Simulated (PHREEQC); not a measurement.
Solution (72 °C): 0.021 mol/kgw CuSO4 and 0.00019 mol/kgw FeCl3. Closed to the air; pH follows from the charge balance.

Computed with PHREEQC (ion-association model, phreeqc.dat).

Each row changes one thing in this solution. This is a speciation only: nothing precipitates in the calculation.

```tsv
case	pH	ionic strength (mol/kgw)	Cu+2 (mol/kgw)	SO4-2 (mol/kgw)	CuSO4 (mol/kgw)	HSO4- (mol/kgw)
as made	3.94	0.0512	0.0127	0.0126	0.00818	0.000244
CuSO4 from 0.021 to 0.0042 mol/kgw	3.71	0.0131	0.00318	0.00307	0.000993	0.000131
FeCl3 from 0.00019 to 0.000171 mol/kgw	3.97	0.0512	0.0127	0.0126	0.00819	0.000226
temperature from 72 to 10 °C	3.99	0.0550	0.0137	0.0135	0.00732	5.51e-5
FeCl3 left out	4.31	0.0508	0.0126	0.0127	0.00822	0.000104
```

Species that the database lacks are ignored. Some of these states are supersaturated (in Hematite (slow to form), Goethite (slow to form), for instance). At this temperature some constants are extrapolated from 25 °C, and those without enthalpy data are left unchanged.
